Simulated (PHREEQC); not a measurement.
## Brackish or sea water: an equilibrium model

Model water analysis in mg/kgw, 40 °C, pH 6.66, pe 8.4: Na 13100; K 8.57; Ca 1110; Mg 455; Cl 20000; S(6) as SO4 4370; Alkalinity as HCO3 74.1; F 2.8.

Valence states are taken as typed.

All values are PHREEQC results (ion-association model, phreeqc.dat), not measurements.

This is a speciation only: nothing precipitates in the calculation.

### Question
Predict the ionic strength, charge-balance error.

### Answer
ionic strength 0.690 mol/kgw; charge-balance error 0.5 %.

### Question
In which forms is Ca present?

### Answer
Ca+2 86 %, CaSO4 14 % of the Ca.

Constants without temperature data keep their 25 °C values here.
